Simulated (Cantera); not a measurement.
Input (Python, Cantera):

```python
import numpy as np
import cantera as ct

surf = ct.Interface("diamond.yaml", "diamond_100")
gas, bulk = surf.adjacent["gas"], surf.adjacent["diamond"]
k = surf.kinetics_species_index(bulk.species_names[0])
cover = ["c6HH", "c6H*", "c6*H", "c6**", "c6HM", "c6B"]

rows, drift = [], 0.0
print(f"{'P':>10s}{'um/h':>11s}" + "".join(f"{s:>11s}" for s in cover))
for v in [550, 980, 1800, 3200, 5700, 10000, 18000, 33000]:
    T, P, xH, xCH3 = 973, v, 0.014, 3.4e-05
    gas.TPX = T, P, {"H": xH, "CH3": xCH3, "CH4": 0.0054, "H2": 1 - xH - xCH3 - 0.0054}
    surf.TP = bulk.TP = T, P
    surf.coverages = "c6H*:0.1, c6HH:0.9"
    surf.advance_coverages(100.0)
    before = surf.coverages
    surf.advance_coverages(100.0)
    drift = max(drift, np.max(np.abs(surf.coverages - before) / (surf.coverages + 1e-9)))
    rate = surf.net_production_rates[k] * bulk.mean_molecular_weight / bulk.density * 3.6e9
    rows.append([rate, *surf[cover].coverages])
    print(f"{v:10.4g}{rate:11.4e}" + "".join(f"{x:11.3e}" for x in rows[-1][1:]))
```

It prints:

```
         P       um/h       c6HH       c6H*       c6*H       c6**       c6HM        c6B
       550 8.2295e-02  6.205e-01  1.599e-02  3.536e-01  8.016e-03  1.398e-03  2.233e-10
       980 1.5044e-01  6.205e-01  1.600e-02  3.536e-01  8.018e-03  1.435e-03  4.082e-10
      1800 2.8057e-01  6.205e-01  1.602e-02  3.535e-01  8.020e-03  1.458e-03  7.614e-10
      3200 5.0294e-01  6.205e-01  1.606e-02  3.535e-01  8.026e-03  1.470e-03  1.365e-09
      5700 9.0033e-01  6.205e-01  1.613e-02  3.534e-01  8.035e-03  1.477e-03  2.443e-09
     1e+04 1.5846e+00  6.204e-01  1.625e-02  3.533e-01  8.051e-03  1.482e-03  4.300e-09
   1.8e+04 2.8606e+00  6.204e-01  1.648e-02  3.530e-01  8.080e-03  1.485e-03  7.762e-09
   3.3e+04 5.2632e+00  6.204e-01  1.690e-02  3.526e-01  8.136e-03  1.490e-03  1.428e-08
```

Cantera simulation using the Harris–Goodwin 1993 mechanism for the reconstructed diamond (100) surface; the numbers are that mechanism's predictions, not measurements.
